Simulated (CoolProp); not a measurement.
Vapour-liquid equilibrium of ethanol (1) + dimethyl carbonate (2) at 461.3 K; x and y are mole fractions of (1).

The numbers come from the multi-fluid Helmholtz-energy mixture model, Schroeder 2014 and Zhou 2011; pair parameters Bell 2016 in CoolProp.

```tsv
x	bubble pressure, mixture model (kPa)	bubble pressure, Raoult's law (kPa)	y, mixture model	y, Raoult's law
0.05	1236	1150	0.141	0.102
0.15	1491	1276	0.326	0.276
0.25	1696	1403	0.447	0.419
0.35	1863	1529	0.536	0.538
0.45	1999	1656	0.608	0.639
0.55	2111	1782	0.672	0.726
0.65	2203	1909	0.734	0.801
0.75	2276	2035	0.798	0.867
0.85	2328	2162	0.868	0.925
0.95	2352	2288	0.951	0.976
```

The largest gap from Raoult's law is +21.8 % in bubble pressure, at x = 0.35. No azeotrope shows between x = 0.05 and 0.95.

Pair parameters are fitted to limited data, so mixtures are less certain than the pure fluids.
